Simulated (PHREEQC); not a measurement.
**Brine: an equilibrium model**

Solution (25 °C): 0.71 mol MgCl2, 0.27 mol SrCl2 and 0.43 mol KBr per kg of water. Closed to the air; pH follows from the charge balance.

Computed with PHREEQC (Pitzer model, pitzer.dat).

No solid was allowed to form.

What activity of water, density does the model give?

activity of water 0.927; density 1.117 g/cm³.
